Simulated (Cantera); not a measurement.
Charge: 1 mol HBr, 1.7 mol H₂, 5 mol N₂, equilibrated at 120000 Torr.

Method: chemical equilibrium by Gibbs-energy minimisation in Cantera with the NASA 1993 tables (ideal gas, pure condensed phases). Candidate condensed phases: Br₂; 12 gas species. The ideal-gas law is rough above about 30 bar. Equilibrium is a limit: real reactors are often held back by kinetics, nucleation or transport. All values below are at 1725 °C.

Base state: N₂ 0.649, H₂ 0.221, HBr 0.129, Br 0.000847, NH₃ 0.000270, H 5.96e-5, Br₂ 2.34e-5 (mole fractions); condensed: gas only.

Problem. What changes in the equilibrium state with this change: H₂ from 1.7 to 0.52 mol?

Solution. 
```csv
species,before,after
N₂,0.649,0.766
HBr,0.129,0.151
H₂,0.221,0.0805
NH₃,0.000270,6.45e-5
Br₂,2.34e-5,8.85e-5
Br,0.000847,0.00165
```
